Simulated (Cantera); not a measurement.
Hydrocarbon pyrolysis for carbon deposition

A perfectly stirred reactor is fed with 20.4 % C₂H₆, 79.6 % N₂, at 1.01 bar; it is held at 1673 K, and followed from long to short residence time.

Computed with Cantera and GRI-Mech 3.0 (53 species, 325 reactions). GRI-Mech 3.0 stops at C3 and has no aromatics, soot or wall deposition, so with more carbon than oxygen in the feed, carbon stays in small species such as C2H2 where larger ones or solid carbon would form.

```json
[
 {"τ (s)": "2.9", "x C₂H₆": "7.54e-6", "x HCN": "1.10e-6", "x CH₂": "1.61e-8", "x C₂H": "1.54e-7", "x CH₃": "7.07e-5"},
 {"τ (s)": "1.4", "x C₂H₆": "1.35e-5", "x HCN": "7.44e-7", "x CH₂": "2.17e-8", "x C₂H": "1.59e-7", "x CH₃": "9.22e-5"},
 {"τ (s)": "0.65", "x C₂H₆": "2.61e-5", "x HCN": "5.37e-7", "x CH₂": "3.12e-8", "x C₂H": "1.67e-7", "x CH₃": "0.000126"},
 {"τ (s)": "0.31", "x C₂H₆": "5.01e-5", "x HCN": "4.21e-7", "x CH₂": "4.59e-8", "x C₂H": "1.79e-7", "x CH₃": "0.000171"},
 {"τ (s)": "0.15", "x C₂H₆": "9.43e-5", "x HCN": "3.52e-7", "x CH₂": "6.90e-8", "x C₂H": "1.98e-7", "x CH₃": "0.000231"},
 {"τ (s)": "0.071", "x C₂H₆": "0.000178", "x HCN": "3.11e-7", "x CH₂": "1.07e-7", "x C₂H": "2.27e-7", "x CH₃": "0.000313"},
 {"τ (s)": "0.034", "x C₂H₆": "0.000326", "x HCN": "2.88e-7", "x CH₂": "1.69e-7", "x C₂H": "2.67e-7", "x CH₃": "0.000419"},
 {"τ (s)": "0.016", "x C₂H₆": "0.000596", "x HCN": "2.74e-7", "x CH₂": "2.71e-7", "x C₂H": "3.20e-7", "x CH₃": "0.000563"},
 {"τ (s)": "0.0077", "x C₂H₆": "0.00107", "x HCN": "2.62e-7", "x CH₂": "4.31e-7", "x C₂H": "3.82e-7", "x CH₃": "0.000752"},
 {"τ (s)": "0.0037", "x C₂H₆": "0.00192", "x HCN": "2.48e-7", "x CH₂": "6.82e-7", "x C₂H": "4.50e-7", "x CH₃": "0.00101"},
 {"τ (s)": "0.0017", "x C₂H₆": "0.00361", "x HCN": "2.29e-7", "x CH₂": "1.10e-6", "x C₂H": "5.21e-7", "x CH₃": "0.00139"}
]
```
x: mole fraction; the columns are a selection and need not sum to one.
